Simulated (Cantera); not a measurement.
**SiCl₄ + Cl₂ + H₂ (chlorosilane synthesis and conversion)**

Charge: 1 mol SiCl₄, 0.69 mol Cl₂, 8.6 mol H₂, equilibrated at 0.100 bar.

These are equilibrium values from Cantera (NASA tables, ideal gas, pure condensed phases), not measurements of a reactor. Candidate condensed phases: Si; 19 gas species. The tables' values for SiCl₃ are old estimates; treat these amounts as uncertain. The numbers say what is thermodynamically allowed, not how fast it happens.

| T (K) | log p H₂ | log p HCl | log p SiCl₄ | log p SiCl₂ | log p SiCl₃ | log p SiHCl₃ | log p SiH₂Cl₂ |
|---|---|---|---|---|---|---|---|
| 600 | -1.11 | -1.87 | -2.01 | <-13 | -10.76 | -5.82 | -10.92 |
| 675 | -1.11 | -1.87 | -2.01 | <-13 | -9.04 | -5.14 | -9.47 |
| 750 | -1.11 | -1.87 | -2.01 | -11.06 | -7.67 | -4.60 | -8.32 |
| 825 | -1.11 | -1.87 | -2.02 | -9.15 | -6.56 | -4.17 | -7.39 |
| 900 | -1.12 | -1.87 | -2.02 | -7.58 | -5.64 | -3.81 | -6.63 |
| 975 | -1.12 | -1.86 | -2.03 | -6.26 | -4.87 | -3.52 | -6.00 |
| 1050 | -1.12 | -1.85 | -2.04 | -5.15 | -4.22 | -3.29 | -5.48 |
| 1125 | -1.12 | -1.84 | -2.06 | -4.22 | -3.69 | -3.11 | -5.06 |
| 1200 | -1.13 | -1.81 | -2.11 | -3.47 | -3.26 | -3.00 | -4.76 |
| 1275 | -1.14 | -1.75 | -2.20 | -2.93 | -2.97 | -2.98 | -4.62 |
| 1350 | -1.16 | -1.68 | -2.36 | -2.58 | -2.82 | -3.08 | -4.62 |
| 1425 | -1.17 | -1.62 | -2.60 | -2.35 | -2.77 | -3.25 | -4.73 |
| 1500 | -1.19 | -1.58 | -2.90 | -2.23 | -2.81 | -3.50 | -4.89 |
| 1575 | -1.20 | -1.56 | -3.25 | -2.15 | -2.91 | -3.77 | -5.07 |
log p: log10 of the partial pressure in bar; nothing condenses.

From 600 K to 1575 K nothing is condensed. The main Si-bearing gas is SiCl₄ at 600 K and SiCl₂ at 1575 K.
